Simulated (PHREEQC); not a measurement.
## Copper plating or etch bath: an equilibrium model

Consider water at 28 °C with 20 mmol/kgw Cu(BF4)2, 1.7 mmol/kgw HBF4 and 0.19 mmol/kgw NaCl. Closed to the air; pH follows from the charge balance.

All values are PHREEQC results (ion-association model, phreeqc.dat), not measurements.

This is a speciation only: nothing precipitates in the calculation.

Problem. Estimate the pH.

Solution. pH 2.62.

Problem. In which forms is F present?

Solution. BF4- 90 %, BF3OH- 4.1 %, HF 3.8 %, F- 1.3 %, BF2(OH)2- 0.6 % of the F.

Real BF4- forms and hydrolyses slowly; the run takes it at equilibrium.
